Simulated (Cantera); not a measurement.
A perfectly stirred reactor is fed with CH4 : H2 : O2 : N2 = 1 : 0.042 : 3.67 : 13.8 (molar parts), equivalence ratio 0.55, at 0.210 bar; it is adiabatic with a 800 K inlet, and is followed from long to short residence time, starting on the burning branch (τ in s: 0.14, 0.057, 0.024, 0.01, 0.0042, 0.0017, 0.00073, 0.0003, 0.00013, 5.3e-05, 2.2e-05, 9.3e-06, 3.9e-06).

Computed with Cantera and GRI-Mech 3.0 (53 species, 325 reactions).

Question: What does this change do: inlet temperature 800 to 475 K?

Answer: 
| quantity | before | after |
|---|---|---|
| blow-out, bracketed by the residence times tried | burning at 0.300 ms, out at 0.130 ms | burning at 0.730 ms, out at 0.300 ms |
| x(CH4) at τ = 0.140 s | 6.63e-6 | 1.47e-5 |
| x(H2) at τ = 0.140 s | 0.000649 | 0.000430 |
| x(O2) at τ = 0.140 s | 0.0884 | 0.0888 |
| x(HCO) at τ = 0.140 s | 4.53e-8 | 5.23e-8 |
| x(C2H) at τ = 0.140 s | <1e-12 | <1e-12 |
| x(CH4) at τ = 0.730 ms | 0.000417 | 0.00137 |
| x(H2) at τ = 0.730 ms | 0.00525 | 0.00493 |
| x(O2) at τ = 0.730 ms | 0.0943 | 0.101 |
| x(HCO) at τ = 0.730 ms | 7.75e-6 | 9.51e-6 |
| x(C2H) at τ = 0.730 ms | 3.42e-11 | 2.88e-11 |
